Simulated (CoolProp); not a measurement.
Vapour-liquid equilibrium of n-hexane (1) + toluene (2) at 451.2 K; x and y are mole fractions of (1).

Values from CoolProp's multi-fluid Helmholtz-energy mixture model, Thol 2019 and Lemmon 2006; pair parameters Bell 2016.

```json
[
 {"x": "0.05", "bubble pressure, mixture model (MPa)": "0.5491", "bubble pressure, Raoult's law (MPa)": "0.5359", "y, mixture model": "0.126", "y, Raoult's law": "0.117"},
 {"x": "0.125", "bubble pressure, mixture model (MPa)": "0.6206", "bubble pressure, Raoult's law (MPa)": "0.5929", "y, mixture model": "0.270", "y, Raoult's law": "0.265"},
 {"x": "0.2", "bubble pressure, mixture model (MPa)": "0.6866", "bubble pressure, Raoult's law (MPa)": "0.6500", "y, mixture model": "0.380", "y, Raoult's law": "0.387"},
 {"x": "0.275", "bubble pressure, mixture model (MPa)": "0.7482", "bubble pressure, Raoult's law (MPa)": "0.7071", "y, mixture model": "0.470", "y, Raoult's law": "0.490"},
 {"x": "0.35", "bubble pressure, mixture model (MPa)": "0.8064", "bubble pressure, Raoult's law (MPa)": "0.7641", "y, mixture model": "0.545", "y, Raoult's law": "0.577"},
 {"x": "0.425", "bubble pressure, mixture model (MPa)": "0.8620", "bubble pressure, Raoult's law (MPa)": "0.8212", "y, mixture model": "0.611", "y, Raoult's law": "0.651"},
 {"x": "0.5", "bubble pressure, mixture model (MPa)": "0.9157", "bubble pressure, Raoult's law (MPa)": "0.8782", "y, mixture model": "0.670", "y, Raoult's law": "0.717"},
 {"x": "0.575", "bubble pressure, mixture model (MPa)": "0.9681", "bubble pressure, Raoult's law (MPa)": "0.9353", "y, mixture model": "0.725", "y, Raoult's law": "0.774"},
 {"x": "0.65", "bubble pressure, mixture model (MPa)": "1.020", "bubble pressure, Raoult's law (MPa)": "0.9924", "y, mixture model": "0.776", "y, Raoult's law": "0.824"},
 {"x": "0.725", "bubble pressure, mixture model (MPa)": "1.071", "bubble pressure, Raoult's law (MPa)": "1.049", "y, mixture model": "0.825", "y, Raoult's law": "0.870"},
 {"x": "0.8", "bubble pressure, mixture model (MPa)": "1.122", "bubble pressure, Raoult's law (MPa)": "1.106", "y, mixture model": "0.873", "y, Raoult's law": "0.910"},
 {"x": "0.875", "bubble pressure, mixture model (MPa)": "1.173", "bubble pressure, Raoult's law (MPa)": "1.164", "y, mixture model": "0.921", "y, Raoult's law": "0.947"},
 {"x": "0.95", "bubble pressure, mixture model (MPa)": "1.224", "bubble pressure, Raoult's law (MPa)": "1.221", "y, mixture model": "0.968", "y, Raoult's law": "0.980"}
]
```

The largest gap from Raoult's law is +5.8 % in bubble pressure, at x = 0.275. No azeotrope shows between x = 0.05 and 0.95.

Pair parameters are fitted to limited data, so mixtures are less certain than the pure fluids.
